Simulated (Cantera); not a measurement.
**Moist CO burnout**

An isothermal, constant-pressure homogeneous reactor starts with CO : O₂ : H₂O : N₂ = 0.0045 : 0.0022 : 0.042 : 1 (molar parts), at 1175 K and 9.70 bar.

Cantera simulation using GRI-Mech 3.0 (53 species, 325 reactions); the numbers are that mechanism's predictions, not measurements.

```
t (s)         x CO      x O₂   x H₂O       x O      x OH      x H₂
--------  --------  --------  ------  --------  --------  --------
2.00e-6    0.00429   0.00210  0.0400  5.43e-12    <1e-12    <1e-12
1.00e-5    0.00429   0.00210  0.0400  2.22e-11  1.09e-11    <1e-12
5.02e-5    0.00429   0.00210  0.0400  6.19e-11  8.09e-11  5.08e-11
0.000252   0.00429   0.00210  0.0400  1.40e-10  3.07e-10   1.31e-9
0.00126    0.00429   0.00210  0.0400   1.92e-9   6.10e-9   7.08e-8
0.00632    0.00402   0.00199  0.0400   1.50e-7   6.14e-7   5.90e-5
0.0317     0.00260   0.00134  0.0399   9.22e-8   4.99e-7  0.000175
0.159     0.000701  0.000388  0.0399   1.51e-8   2.61e-7  0.000172
0.795      4.77e-5   3.96e-5  0.0400  7.54e-10   1.44e-7  0.000127
3.98       1.20e-5   1.37e-6  0.0400  2.26e-11   6.41e-8   8.64e-5
20.0       1.15e-5   9.03e-8  0.0400    <1e-12   9.93e-9   8.42e-5
100        1.15e-5   1.18e-8  0.0400    <1e-12   2.11e-9   8.41e-5
```
x: mole fraction; the columns are a selection and need not sum to one.

Equilibrium at this temperature and pressure: CO 1.15e-5, O₂ 1.32e-12, H₂O 0.0400, O <1e-12, OH 1.21e-9, H₂ 8.40e-5 (gas phase only).
